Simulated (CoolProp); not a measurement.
Vapour-liquid equilibrium of R134a (1) + R236FA (2) at 9.59 bar; x and y are mole fractions of (1).

Values from CoolProp's multi-fluid Helmholtz-energy mixture model, Tillner-Roth 1994 and Pan 2012; pair parameters Bell 2016.

```json
[
 {"x": "0.05", "bubble temperature, mixture model (K)": "340.2", "bubble temperature, Raoult's law (K)": "339.9", "y, mixture model": "0.084", "y, Raoult's law": "0.102"},
 {"x": "0.125", "bubble temperature, mixture model (K)": "337.3", "bubble temperature, Raoult's law (K)": "336.7", "y, mixture model": "0.200", "y, Raoult's law": "0.238"},
 {"x": "0.2", "bubble temperature, mixture model (K)": "334.6", "bubble temperature, Raoult's law (K)": "333.7", "y, mixture model": "0.307", "y, Raoult's law": "0.355"},
 {"x": "0.275", "bubble temperature, mixture model (K)": "331.9", "bubble temperature, Raoult's law (K)": "330.9", "y, mixture model": "0.404", "y, Raoult's law": "0.457"},
 {"x": "0.35", "bubble temperature, mixture model (K)": "329.4", "bubble temperature, Raoult's law (K)": "328.3", "y, mixture model": "0.493", "y, Raoult's law": "0.546"},
 {"x": "0.425", "bubble temperature, mixture model (K)": "326.9", "bubble temperature, Raoult's law (K)": "325.8", "y, mixture model": "0.575", "y, Raoult's law": "0.624"},
 {"x": "0.5", "bubble temperature, mixture model (K)": "324.6", "bubble temperature, Raoult's law (K)": "323.5", "y, mixture model": "0.649", "y, Raoult's law": "0.693"},
 {"x": "0.575", "bubble temperature, mixture model (K)": "322.3", "bubble temperature, Raoult's law (K)": "321.3", "y, mixture model": "0.716", "y, Raoult's law": "0.755"},
 {"x": "0.65", "bubble temperature, mixture model (K)": "320.1", "bubble temperature, Raoult's law (K)": "319.3", "y, mixture model": "0.778", "y, Raoult's law": "0.809"},
 {"x": "0.725", "bubble temperature, mixture model (K)": "318.0", "bubble temperature, Raoult's law (K)": "317.3", "y, mixture model": "0.834", "y, Raoult's law": "0.858"},
 {"x": "0.8", "bubble temperature, mixture model (K)": "316.0", "bubble temperature, Raoult's law (K)": "315.5", "y, mixture model": "0.885", "y, Raoult's law": "0.902"},
 {"x": "0.875", "bubble temperature, mixture model (K)": "314.1", "bubble temperature, Raoult's law (K)": "313.7", "y, mixture model": "0.932", "y, Raoult's law": "0.942"},
 {"x": "0.95", "bubble temperature, mixture model (K)": "312.2", "bubble temperature, Raoult's law (K)": "312.1", "y, mixture model": "0.974", "y, Raoult's law": "0.978"}
]
```

The largest gap from Raoult's law is +1.1 K in bubble temperature, at x = 0.425. No azeotrope shows between x = 0.05 and 0.95.

The pair parameters rest on a limited set of measurements; away from them the model extrapolates.
